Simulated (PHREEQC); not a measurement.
Dissolve 0.015 mol/kgw K3PO4 at 15 °C. Closed to the air; pH follows from the charge balance.

All values are PHREEQC results (ion-association model, wateq4f.dat), not measurements.

```csv
quantity,before,after
pH,12.07,11.92
ionic strength (mol/kgw),0.0761,0.0359
```

### Question
What was changed between the two runs?
(A) temperature from 15 to 20 °C
(B) diluted 10-fold with water
(C) K3PO4 replaced by KI at the same molality
(D) diluted 5-fold with water
(E) K3PO4 from 0.015 to 0.0075 mol/kgw

### Answer
E, K3PO4 from 0.015 to 0.0075 mol/kgw

Precipitation was switched off in this run. H3PO4, which wateq4f.dat lacks, is added to it with the constant of phreeqc.dat.
